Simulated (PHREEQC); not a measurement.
Na2CO3 is added in steps, without added water, to 1 kg of water holding 120 mmol/kgw NaHCO3, 17 mmol/kgw Na2SO4 and 6.7 mmol/kgw LiCl, at 25 °C. Oxygen alone is held at its pressure in air (log pO2 = -0.68). No CO2 enters from the air. Only these solids could form: Halite, Mirabilite, Nahcolite, Natron.

Base run: PHREEQC, ion-association model, wateq4f.dat. Each further column changes one thing. The table gives NaCO3- (mol/kgw).

```
Na2CO3 added (mol)      base  Davies equation for every ion  Debye-Hückel limiting law  database phreeqc.dat  all activity coefficients set to 1
------------------  --------  -----------------------------  -------------------------  --------------------  ----------------------------------
0                   0.000952                       0.000949                   0.000626              0.000958                             0.00150
0.0035               0.00212                        0.00212                    0.00130               0.00213                             0.00328
0.007                0.00365                        0.00364                    0.00216               0.00366                             0.00557
0.0105               0.00530                        0.00530                    0.00307               0.00532                             0.00806
0.014                0.00703                        0.00703                    0.00398               0.00705                              0.0106
0.0175               0.00880                        0.00882                    0.00490               0.00883                              0.0133
0.021                 0.0106                         0.0107                    0.00581                0.0106                              0.0160
0.0245                0.0125                         0.0125                    0.00670                0.0125                              0.0187
0.028                 0.0143                         0.0144                    0.00758                0.0144                              0.0214
```

 phreeqc.dat and wateq4f.dat share most of their constants, so their agreement is no independent check. Solids allowed in the column 'database phreeqc.dat': Halite.
